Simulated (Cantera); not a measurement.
An isothermal, constant-pressure homogeneous reactor starts with CH4 : H2O : H2 = 1 : 1 : 0.78 (molar parts), at 1725 K and 12000 Pa. Integrator tolerance rtol = 1e-08.

Model: GRI-Mech 3.0 (53 species, 325 reactions), integrated in Cantera.

**Question.** What does this change do: CH4 1 to 6.7 parts?

**Answer.** 
```json
[
 {"quantity": "x(CH4) at 4.00 s", "before": "0.00745 (gas-phase equilibrium 2.06e-5)", "after": "0.00509 (gas-phase equilibrium 0.00342)"},
 {"quantity": "x(H2O) at 4.00 s", "before": "0.0665 (gas-phase equilibrium 2.98e-5)", "after": "0.00200 (gas-phase equilibrium 4.70e-8)"},
 {"quantity": "x(H2) at 4.00 s", "before": "0.739 (gas-phase equilibrium 0.790)", "after": "0.756 (gas-phase equilibrium 0.759)"},
 {"quantity": "x(C2H6) at 4.00 s", "before": "3.31e-7 (gas-phase equilibrium 3.91e-12)", "after": "1.92e-7 (gas-phase equilibrium 1.13e-7)"},
 {"quantity": "x(OH) at 4.00 s", "before": "2.30e-6 (gas-phase equilibrium 9.95e-10)", "after": "6.80e-8 (gas-phase equilibrium 1.60e-12)"},
 {"quantity": "x(CH3) at 4.00 s", "before": "9.48e-5 (gas-phase equilibrium 2.53e-7)", "after": "6.39e-5 (gas-phase equilibrium 4.29e-5)"},
 {"quantity": "x(CH2) at 4.00 s", "before": "7.32e-8 (gas-phase equilibrium 1.62e-10)", "after": "4.38e-8 (gas-phase equilibrium 2.81e-8)"}
]
```
GRI-Mech 3.0 stops at C3 and has no aromatics, soot or wall deposition, so with more carbon than oxygen in the feed, carbon stays in small species such as C2H2 where larger ones or solid carbon would form.

**Question.** What does this change do: CH4 1 to 0.12 parts?

**Answer.** 
```tsv
quantity	before	after
x(CH4) at 4.00 s	0.00745 (gas-phase equilibrium 2.06e-5)	0.000727 (gas-phase equilibrium 1.09e-10)
x(H2O) at 4.00 s	0.0665 (gas-phase equilibrium 2.98e-5)	0.403 (gas-phase equilibrium 0.401)
x(H2) at 4.00 s	0.739 (gas-phase equilibrium 0.790)	0.541 (gas-phase equilibrium 0.542)
x(C2H6) at 4.00 s	3.31e-7 (gas-phase equilibrium 3.91e-12)	4.34e-9 (gas-phase equilibrium <1e-12)
x(OH) at 4.00 s	2.30e-6 (gas-phase equilibrium 9.95e-10)	1.59e-5 (gas-phase equilibrium 1.62e-5)
x(CH3) at 4.00 s	9.48e-5 (gas-phase equilibrium 2.53e-7)	1.05e-5 (gas-phase equilibrium 1.62e-12)
x(CH2) at 4.00 s	7.32e-8 (gas-phase equilibrium 1.62e-10)	7.90e-9 (gas-phase equilibrium <1e-12)
```
